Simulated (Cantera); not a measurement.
**Gas activation for diamond growth**

A perfectly stirred reactor is fed with 1.08 % CH₄, 98.4 % H₂, 0.541 % O₂, equivalence ratio 95, at 0.0170 bar; it is held at 2348 K, and followed from long to short residence time.

Cantera simulation using GRI-Mech 3.0 (53 species, 325 reactions); the numbers are that mechanism's predictions, not measurements. Radical loss at walls, strong at low pressure, is not modelled.

```csv
τ (s),x CH₄,x H₂,x O₂,x CH₂,x CO,x H₂O,x CO₂
2.5,2.68e-5,0.914,8.29e-8,5.13e-6,0.00934,0.000903,1.61e-6
1.2,5.30e-5,0.924,2.01e-7,7.37e-6,0.00881,0.00148,2.46e-6
0.57,0.000114,0.935,5.18e-7,1.03e-5,0.00788,0.00248,3.64e-6
0.27,0.000237,0.944,1.35e-6,1.40e-5,0.00645,0.00396,4.71e-6
0.13,0.000455,0.950,3.36e-6,1.82e-5,0.00475,0.00572,4.97e-6
0.063,0.000821,0.954,8.17e-6,2.32e-5,0.00309,0.00742,4.18e-6
0.030,0.00144,0.957,2.00e-5,2.91e-5,0.00178,0.00875,2.93e-6
0.015,0.00235,0.960,4.58e-5,3.48e-5,0.00102,0.00950,2.13e-6
0.0070,0.00379,0.962,0.000113,3.96e-5,0.000560,0.00987,2.24e-6
0.0034,0.00549,0.964,0.000268,3.99e-5,0.000329,0.00983,3.68e-6
```
x: mole fraction; the columns are a selection and need not sum to one.
